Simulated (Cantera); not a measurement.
A closed system holds: 1 mol SiHCl3, 35 mol N2, held at 1823.15 K and 10.0 mbar.

Method: chemical equilibrium by Gibbs-energy minimisation in Cantera with the NASA 1993 tables (ideal gas, pure condensed phases). Candidate condensed phases: NH4Cl, Si, Si3N4; 28 gas species. The tables' values for SiCl3, SiCl are old estimates; treat these amounts as uncertain. The numbers say what is thermodynamically allowed, not how fast it happens.

Base state: N2 0.945, SiCl2 0.0261, HCl 0.0241, Cl 0.00214, H2 0.00138, SiCl3 0.000773, H 0.000161, SiCl 4.51e-5 (mole fractions); condensed: gas only.

Q: What changes in the equilibrium state with this change: pressure from 10.0 mbar to 1.50 mbar?

A: 
```
species    before     after
-------  --------  --------
N2          0.945     0.944
SiCl2      0.0261    0.0265
HCl        0.0241    0.0226
Cl        0.00214   0.00442
Si        9.21e-6   9.76e-5
SiCl4     3.53e-5   3.42e-6
SiCl      4.51e-5  0.000148
SiCl3    0.000773  0.000242
```
